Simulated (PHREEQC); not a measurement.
Consider water at 25 °C with 0.0014 mol NaH2PO4, 0.017 mol NaOH and 0.00084 mol KCl per kg of water. Closed to the air; pH follows from the charge balance.

All values are PHREEQC results (ion-association model, phreeqc.dat), not measurements.

This is a speciation only: nothing precipitates in the calculation.

Q: Predict the pH, ionic strength.

A: pH 12.10; ionic strength 0.0221 mol/kgw.

Q: In which forms is P present?

A: PO4-3 54 %, HPO4-2 45 %, NaHPO4- 0.9 % of the P.
